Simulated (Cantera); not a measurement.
An isothermal, constant-pressure homogeneous reactor starts with C3H8 : H2 = 1 : 2.4 (molar parts), at 1875 K and 0.987 atm. Integrator tolerance rtol = 1e-08.

Cantera simulation using GRI-Mech 3.0 (53 species, 325 reactions); the numbers are that mechanism's predictions, not measurements. GRI-Mech 3.0 was tuned for natural gas; its chemistry of propane as a main component is partial and can be far from experiment. GRI-Mech 3.0 stops at C3 and has no aromatics, soot or wall deposition, so with more carbon than oxygen in the feed, carbon stays in small species such as C2H2 where larger ones or solid carbon would form.

Problem. What does this change do: pressure from 0.987 atm to 0.0513 atm?

Solution. 
```json
[
 {"quantity": "x(C3H8) at 2.00 s", "before": "6.04e-10 (gas-phase equilibrium 6.04e-10)", "after": "<1e-12 (gas-phase equilibrium <1e-12)"},
 {"quantity": "x(H2) at 2.00 s", "before": "0.757 (gas-phase equilibrium 0.757)", "after": "0.763 (gas-phase equilibrium 0.763)"},
 {"quantity": "x(CH3) at 2.00 s", "before": "0.000162 (gas-phase equilibrium 0.000162)", "after": "3.87e-5 (gas-phase equilibrium 3.76e-5)"},
 {"quantity": "x(CH4) at 2.00 s", "before": "0.0107 (gas-phase equilibrium 0.0107)", "after": "0.000584 (gas-phase equilibrium 0.000567)"},
 {"quantity": "x(C2H2) at 2.00 s", "before": "0.230 (gas-phase equilibrium 0.230)", "after": "0.234 (gas-phase equilibrium 0.234)"},
 {"quantity": "x(C2H) at 2.00 s", "before": "2.07e-6 (gas-phase equilibrium 2.07e-6)", "after": "9.19e-6 (gas-phase equilibrium 9.19e-6)"},
 {"quantity": "x(H) at 2.00 s", "before": "0.000574 (gas-phase equilibrium 0.000574)", "after": "0.00253 (gas-phase equilibrium 0.00253)"}
]
```

Problem. What does this change do: pressure from 0.987 atm to 0.0263 atm?

Solution. 
```
quantity                                              before                                      after
-----------------  -----------------------------------------  -----------------------------------------
x(C3H8) at 2.00 s  6.04e-10 (gas-phase equilibrium 6.04e-10)      <1e-12 (gas-phase equilibrium <1e-12)
x(H2) at 2.00 s          0.757 (gas-phase equilibrium 0.757)        0.762 (gas-phase equilibrium 0.762)
x(CH3) at 2.00 s   0.000162 (gas-phase equilibrium 0.000162)    3.47e-5 (gas-phase equilibrium 2.69e-5)
x(CH4) at 2.00 s       0.0107 (gas-phase equilibrium 0.0107)  0.000375 (gas-phase equilibrium 0.000290)
x(C2H2) at 2.00 s        0.230 (gas-phase equilibrium 0.230)        0.234 (gas-phase equilibrium 0.234)
x(C2H) at 2.00 s     2.07e-6 (gas-phase equilibrium 2.07e-6)    1.28e-5 (gas-phase equilibrium 1.28e-5)
x(H) at 2.00 s     0.000574 (gas-phase equilibrium 0.000574)    0.00353 (gas-phase equilibrium 0.00353)
```
Radical loss at walls, strong at low pressure, is not modelled.
